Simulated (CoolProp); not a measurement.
A closed Brayton cycle with nitrogen: compressor inlet 314.15 K and 3.4 MPa, high pressure 8.88 MPa, turbine inlet 990 K, compressor efficiency 0.85, turbine efficiency 0.9, recuperator effectiveness 0.9 (on enthalpy, no pinch check). Each further row changes one setting.

The numbers come from the reference Helmholtz-energy equation of state, Span 2000 in CoolProp.

| case | thermal efficiency (%) | net work (kJ/kg) | compressor to turbine work | compressor exit (K) | turbine exit (K) |
|---|---|---|---|---|---|
| as stated | 39.0 | 106 | 0.54 | 431.9 | 793.3 |
| turbine inlet 940 K | 37.0 | [?] | 0.57 | 431.9 | 751.6 |
| compressor inlet 324.15 K | [?] | 102 | [?] | [?] | 793.3 |
| high pressure 7.55 MPa | 39.0 | 94.7 | [?] | 409.7 | 823.7 |
| recuperator effectiveness 0.5 | [?] | 106 | 0.54 | 431.9 | 793.3 |

Q: Fill in the missing entries.

A: 
- turbine inlet 940 K, net work (kJ/kg): 94.6
- compressor inlet 324.15 K, thermal efficiency (%): 37.8
- compressor inlet 324.15 K, compressor to turbine work: 0.55
- compressor inlet 324.15 K, compressor exit (K): 445.5
- high pressure 7.55 MPa, compressor to turbine work: 0.51
- recuperator effectiveness 0.5, thermal efficiency (%): 24.7
